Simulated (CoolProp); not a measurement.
Computed with CoolProp (reference Helmholtz-energy equation of state, Thol 2014).

### Question
For diethyl ether, give the phase and the speed of sound (m/s) at 387.7 K and 18100 kPa; 334.2 K and 2230 kPa; 291.4 K and 12.7 kPa.

### Answer
- 387.7 K and 18100 kPa: liquid; speed of sound 810
- 334.2 K and 2230 kPa: liquid; speed of sound 822
- 291.4 K and 12.7 kPa: gas; speed of sound 186
